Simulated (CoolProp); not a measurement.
Nitrous oxide along the isobar 349 bar: Z from the reference equation and from simpler models built on Tc = 309.5 K, pc = 72.45 bar, ω = 0.161; each cubic takes its own stable root.

Values from CoolProp's reference Helmholtz-energy equation of state, Lemmon 2006. It is a short technical equation, of lower accuracy than the large ones.

```tsv
T (K)	phase	reference
258.4	liquid	0.6615
277.6	liquid	0.6482
296.8	liquid	0.6415
316	supercritical	0.6416
335.3	supercritical	0.6486
354.5	supercritical	0.6629
373.7	supercritical	0.6841
392.9	supercritical	0.7114
412.1	supercritical	0.7428
```

Question: How far does each simpler model (van der Waals, Redlich-Kwong, Soave-Redlich-Kwong, Peng-Robinson) lie from the reference over these 9 states: mean and median of the absolute difference, and the worst?

Answer: 
- van der Waals: mean 29.8 %, median 31.1 %, worst +45.5 % at 258.4 K and 349 bar
- Redlich-Kwong: mean 5.9 %, median 6.6 %, worst +7.3 % at 258.4 K and 349 bar
- Soave-Redlich-Kwong: mean 7.9 %, median 8.0 %, worst +9.6 % at 412.1 K and 349 bar
- Peng-Robinson: mean 2.7 %, median 2.3 %, worst -5.5 % at 258.4 K and 349 bar
